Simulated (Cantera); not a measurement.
A Cantera script and what it prints.

```python
import numpy as np
import cantera as ct

gas_names = """
    H HO2 H2 H2O H2O2 H2S H2SO4 O OH O2 O3 S SH SO SO2 SO3 S2 S2O S8
""".split()
cond_names = """
    H2O(s) H2O(L) H2SO4(L) S(cr1) S(cr2) S(L)
""".split()


# ... load() reads the species with a 1 bar reference pressure and builds the phases ...
atoms = {
    'S': {'S': 1},
    'H2': {'H': 2},
    'O2': {'O': 2},
    'SO2': {'S': 1, 'O': 2},
}
top_T = {}  # K; cautious upper limits of use, not melting points


# ... equilibrate(T, P, feed) seeds the gas with the atoms and calls Mixture.equilibrate('TP', solver="vcs", rtol=1e-11, max_steps=5000) ...
results = []
feed = {'S': 1, 'H2': 0.31, 'O2': 0.38, 'SO2': 0.0065}  # mol
P = 13332.2  # Pa
for T in [1750, 1850, 1950, 2050, 2150, 2250, 2350, 2450, 2550]:
    mix = equilibrate(T, P, feed)
    results.append((T, P, feed, dict(zip(mix.species_names, mix.species_moles))))

top = {s: max(r[3][s] / sum(r[3][g] for g in gas_names) for r in results) for s in gas_names}
cols = sorted((s for s in top if top[s] > 0.001), key=lambda s: -top[s])[:5]
seen = [c for c in cond_names if any(r[3].get(c, 0) > 1e-12 for r in results)]
print("log10 of partial pressures in bar; condensed amounts in mol")
print(f"{'T/K':>10s}" + "".join(f"{s[:9]:>10s}" for s in cols + seen))
for T, P, feed, n in results:
    ng = sum(n[g] for g in gas_names)
    print(f"{T:10.4g}" + "".join(f"{np.log10(max(n[s] / ng * P / 1e5, 1e-99)):10.3f}" for s in cols)
          + "".join(f"{n.get(c, 0):10.4g}" for c in seen))
```

Output:

```
log10 of partial pressures in bar; condensed amounts in mol
       T/K        S2       SO2       H2O        SO        H2
      1750    -1.311    -1.441    -1.486    -2.511    -2.080
      1850    -1.323    -1.445    -1.513    -2.321    -1.995
      1950    -1.339    -1.452    -1.545    -2.153    -1.924
      2050    -1.359    -1.463    -1.581    -2.006    -1.867
      2150    -1.384    -1.480    -1.621    -1.877    -1.821
      2250    -1.416    -1.503    -1.666    -1.766    -1.785
      2350    -1.456    -1.533    -1.716    -1.671    -1.760
      2450    -1.504    -1.569    -1.772    -1.592    -1.745
      2550    -1.564    -1.612    -1.834    -1.527    -1.741
```

Equilibrium computed with Cantera from the NASA thermochemical tables; the gas is ideal and each condensed phase is pure.
